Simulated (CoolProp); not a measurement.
The fluid at 293.15 K and 3.52 MPa expands adiabatically to 0.301 MPa with isentropic efficiency 0.8. The same conditions are run with several fluids, on thermodynamics alone (safety and materials aside).

Model: reference Helmholtz-energy equation of state of each fluid (nitrous oxide: Lemmon 2006; fluorine: de Reuck 1990; oxygen: Schmidt 1985; ethylene: Smukala 2000; dry air: Lemmon 2000), in CoolProp. Blends and air are pseudo-pure fits.

```tsv
fluid	work (kJ/kg)	final temperature (K)	final phase	final density (kg/m³)
nitrous oxide	(withheld)	205.2	(withheld)	9.14
fluorine	89.6	175.0	gas	7.94
oxygen	104	(withheld)	gas	6.86
ethylene	107	190.4	two-phase, vapour fraction 0.943	6.09
dry air	116	(withheld)	gas	6.19
```

Some entries are withheld; supply them.


- nitrous oxide, work (kJ/kg): 70.4
- nitrous oxide, final phase: two-phase, vapour fraction 0.899
- oxygen, final temperature (K): 171.4
- dry air, final temperature (K): 171.5
